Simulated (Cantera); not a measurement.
**Pb + N2 + O2 (iron carbonyl, mercury and lead vapours)**

A closed system holds: 1 mol Pb, 0.49 mol N2, 0.47 mol O2, held at 525 K and 7.50 Torr.

Equilibrium computed with Cantera from the NASA thermochemical tables; the gas is ideal and each condensed phase is pure. Candidate condensed phases: Pb, PbO, PbO2, Pb3O4; 12 gas species. The numbers say what is thermodynamically allowed, not how fast it happens.

```yaml
x(N2): 1.00
n(Pb(s)): 0.0600 mol
n(PbO(red)): 0.940 mol
gas_amount: 0.4900 mol
log10 activity of Pb3O4(s) (absent): -15.22
log10 activity of PbO2(s) (absent): -16.18
```
